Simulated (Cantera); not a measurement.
A perfectly stirred reactor is fed with CH4 : N2 = 1 : 4.7 (molar parts), at 760 Torr; it is held at 1773 K, and followed from long to short residence time.

Cantera simulation using GRI-Mech 3.0 (53 species, 325 reactions); the numbers are that mechanism's predictions, not measurements. GRI-Mech 3.0 stops at C3 and has no aromatics, soot or wall deposition, so with more carbon than oxygen in the feed, carbon stays in small species such as C2H2 where larger ones or solid carbon would form.

Problem. Predict: x(CH4) at τ = 0.670 s; x(C2H4) at τ = 0.670 s; x(HCN) at τ = 0.670 s; x(C2H) at τ = 0.670 s; x(CH3) at τ = 0.670 s; x(CH4) at τ = 47.0 ms; x(C2H4) at τ = 47.0 ms; x(HCN) at τ = 47.0 ms; x(C2H) at τ = 47.0 ms; x(CH3) at τ = 47.0 ms.

Solution. 
```json
{
 "x(CH4) at τ = 0.670 s": "0.0107",
 "x(C2H4) at τ = 0.670 s": "0.000444",
 "x(HCN) at τ = 0.670 s": "5.85e-6",
 "x(C2H) at τ = 0.670 s": "3.19e-7",
 "x(CH3) at τ = 0.670 s": "0.000127",
 "x(CH4) at τ = 47.0 ms": "0.0388",
 "x(C2H4) at τ = 47.0 ms": "0.000656",
 "x(HCN) at τ = 47.0 ms": "1.19e-6",
 "x(C2H) at τ = 47.0 ms": "2.51e-7",
 "x(CH3) at τ = 47.0 ms": "0.000435"
}
```
